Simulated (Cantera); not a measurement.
Cantera with NASA thermochemical tables; ideal gases at 1 bar, condensed phases pure. Values are per mole of reaction as written; species without (g) are pure solids or liquids, kept so even where they would boil at 1 bar.

3 C₂H₂(g) ⇌ C₂H₆(g) + 4 C

```
T (K)  ΔH° (kJ)  ΔS° (J/K)  ΔG° (kJ)  log10 K
-----  --------  ---------  --------  -------
300      -768.5     -350.9    -663.3   115.48
1950        ___        ___       ___      ___
2025     -767.4     -369.1     -20.0     0.52
2100        ___        ___       ___      ___
2175     -765.0     -367.9      35.2    -0.85
2250     -763.7     -367.4      62.8    -1.46
2325        ___        ___       ___      ___
2400     -761.2     -366.3     117.8    -2.56
2475        ___        ___       ___      ___
```

Some entries are withheld; supply them.


- 1950, ΔH° (kJ): -768.6
- 1950, ΔS° (J/K): -369.7
- 1950, ΔG° (kJ): -47.7
- 1950, log10 K: 1.28
- 2100, ΔH° (kJ): -766.2
- 2100, ΔS° (J/K): -368.5
- 2100, ΔG° (kJ): 7.6
- 2100, log10 K: -0.19
- 2325, ΔH° (kJ): -762.5
- 2325, ΔS° (J/K): -366.8
- 2325, ΔG° (kJ): 90.3
- 2325, log10 K: -2.03
- 2475, ΔH° (kJ): -760.0
- 2475, ΔS° (J/K): -365.8
- 2475, ΔG° (kJ): 145.3
- 2475, log10 K: -3.07
